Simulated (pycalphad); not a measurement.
An equivalent pycalphad script:

```python
from pycalphad import Database, equilibrium, calculate, variables as v
import numpy as np
db = Database('COST507.tdb')
comps = ['AL', 'MG', 'CU', 'SI', 'VA']
phases = ['ALCU_DELTA', 'ALCU_EPSILON', 'ALCU_ETA', 'ALCU_PRIME', 'ALCU_THETA', 'ALCU_ZETA', 'ALMG_BETA', 'ALMG_EPS', 'ALMG_GAMMA', 'BCC_A2', 'CU19SI6_ETA', 'CU33SI7_DELTA', 'CU4SI_EPSILON', 'CU56SI11_GAMMA', 'CUMG2', 'CUMGSI_SIGMA', 'CUMGSI_TAU', 'DIAMOND_A4', 'FCC_A1', 'GAMMA_D83', 'GAMMA_H', 'HCP_A3', 'LAVES_C15', 'LAVES_C36', 'LIQUID', 'MG2SI', 'QPHASE', 'SPHASE', 'TAU', 'VPHASE']
eq = equilibrium(db, comps, phases, {v.X('MG'): 0.0525, v.X('CU'): 0.1009, v.X('SI'): 0.0766, v.T: np.arange(1650, 349, -50), v.P: 101325, v.N: 1}, output=['HM', 'SM'])
```

CALPHAD calculation (pycalphad, COST 507 light-alloy database (1999)), 1 atm. No gas phase is included, though pure Mg would boil below 1650 K. These are 1990s assessments: newer ones move some temperatures and phases. The system is extrapolated from its subsystems; higher-order compounds may be missing. Amounts are mole fractions of atoms. Diffusion is slow at the low end, where real alloys seldom reach equilibrium.

Results at three of the temperatures:

```
T = 1200.00 K, P = 101325 Pa, N = 1 mol of atoms
G = -68361 J/mol, H = 34525 J/mol, S = 85.74 J/(mol K)  (SER reference)
chemical potentials (J/mol): Al -60757, Mg -97244, Cu -115822, Si -62478
phase             fraction      x(Al)      x(Mg)      x(Cu)      x(Si)
LIQUID              1.0000     0.7700     0.0525     0.1009     0.0766
```

```
T = 1000.00 K, P = 101325 Pa, N = 1 mol of atoms
G = -51757 J/mol, H = 28379 J/mol, S = 80.14 J/(mol K)  (SER reference)
chemical potentials (J/mol): Al -44906, Mg -78100, Cu -97147, Si -42779
phase             fraction      x(Al)      x(Mg)      x(Cu)      x(Si)
LIQUID              1.0000     0.7700     0.0525     0.1009     0.0766
```

```
T = 800.00 K, P = 101325 Pa, N = 1 mol of atoms
G = -36384 J/mol, H = 21594 J/mol, S = 72.47 J/(mol K)  (SER reference)
chemical potentials (J/mol): Al -30337, Mg -61126, Cu -79111, Si -23932
phase             fraction      x(Al)      x(Mg)      x(Cu)      x(Si)
LIQUID              0.9483     0.7703     0.0473     0.1059     0.0766
FCC_A1              0.0407     0.9727     0.0072     0.0125     0.0076
MG2SI               0.0111       none     0.6667       none     0.3333
```

Changes of the phase set, refined by bisection:

```csv
T (K),phases above,phases below
811.3,LIQUID,LIQUID + MG2SI
803.7,LIQUID + MG2SI,FCC_A1 + LIQUID + MG2SI
779.4,FCC_A1 + LIQUID + MG2SI,DIAMOND_A4 + FCC_A1 + LIQUID + MG2SI
773.2,DIAMOND_A4 + FCC_A1 + LIQUID + MG2SI,ALCU_THETA + DIAMOND_A4 + FCC_A1 + MG2SI
```

Database names, with the compositions (at.%) that they take in these runs: MG2SI: Mg 67 Si 33; ALCU_THETA: Al 67 Cu 32. FCC_A1 is fcc; DIAMOND_A4 is diamond (Si). An entry "none" or "no" means that the model of the phase leaves that element out.
